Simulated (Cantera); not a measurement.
Input: 1 mol Si, 4.2 mol Cl2, 0.2 mol N2, at 900 K and 1330 Pa.

Equilibrium computed with Cantera from the NASA thermochemical tables; the gas is ideal and each condensed phase is pure. Candidate condensed phases: Si, Si3N4; 13 gas species. Equilibrium is a limit: real reactors are often held back by kinetics, nucleation or transport.

Base state: Cl2 0.647, SiCl4 0.294, N2 0.0588, Cl 0.000515 (mole fractions); condensed: gas only.

### Question
What changes in the equilibrium state with this change: temperature from 900 K to 950 K?

### Answer
| species | before | after |
|---|---|---|
| Cl2 | 0.647 | 0.646 |
| SiCl4 | 0.294 | 0.294 |
| N2 | 0.0588 | 0.0588 |
| Cl | 0.000515 | 0.00123 |
